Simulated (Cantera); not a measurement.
A Cantera script and what it prints.

```python
import numpy as np
import cantera as ct

gas_names = """
    F F2 N NF NF2 NF3 N2 Si SiF SiF2 SiF3 SiF4 SiN Si2 Si2N Si3
""".split()
cond_names = """
    Si(cr) Si(L) Si3N4(a)
""".split()


# ... load() reads the species with a 1 bar reference pressure and builds the phases ...
atoms = {
    'Si': {'Si': 1},
    'NF3': {'N': 1, 'F': 3},
    'N2': {'N': 2},
}
top_T = {'Si3N4(a)': 2400}  # K; cautious upper limits of use, not melting points


# ... equilibrate(T, P, feed) seeds the gas with the atoms and calls Mixture.equilibrate('TP', solver="vcs", rtol=1e-11, max_steps=5000) ...
results = []
feed = {'Si': 1, 'NF3': 3.6, 'N2': 1.4}  # mol
P = 14000  # Pa
for T in [500, 600, 700, 800, 900, 1000, 1100, 1200, 1300, 1400, 1500]:
    mix = equilibrate(T, P, feed)
    results.append((T, P, feed, dict(zip(mix.species_names, mix.species_moles))))

top = {s: max(r[3][s] / sum(r[3][g] for g in gas_names) for r in results) for s in gas_names}
cols = sorted((s for s in top if top[s] > 0.001), key=lambda s: -top[s])[:5]
seen = [c for c in cond_names if any(r[3].get(c, 0) > 1e-12 for r in results)]
print("log10 of partial pressures in bar; condensed amounts in mol")
print(f"{'T/K':>10s}" + "".join(f"{s[:9]:>10s}" for s in cols + seen))
for T, P, feed, n in results:
    ng = sum(n[g] for g in gas_names)
    print(f"{T:10.4g}" + "".join(f"{np.log10(max(n[s] / ng * P / 1e5, 1e-99)):10.3f}" for s in cols)
          + "".join(f"{n.get(c, 0):10.4g}" for c in seen))
```

Result:

```
log10 of partial pressures in bar; condensed amounts in mol
       T/K         F       NF3        N2        F2      SiF4
       500    -7.612    -1.226    -1.266    -4.704    -1.581
       600    -5.440    -1.230    -1.265    -3.175    -1.582
       700    -3.902    -1.282    -1.261    -2.120    -1.597
       800    -2.826    -1.555    -1.248    -1.492    -1.658
       900    -2.133    -2.203    -1.245    -1.295    -1.727
      1000    -1.675    -3.023    -1.264    -1.334    -1.766
      1100    -1.367    -3.905    -1.302    -1.502    -1.806
      1200    -1.189    -4.880    -1.344    -1.801    -1.849
      1300    -1.109    -5.912    -1.371    -2.197    -1.876
      1400    -1.080    -6.909    -1.383    -2.616    -1.888
      1500    -1.070    -7.814    -1.387    -3.010    -1.892
```

These are equilibrium values from Cantera (NASA tables, ideal gas, pure condensed phases), not measurements of a reactor.
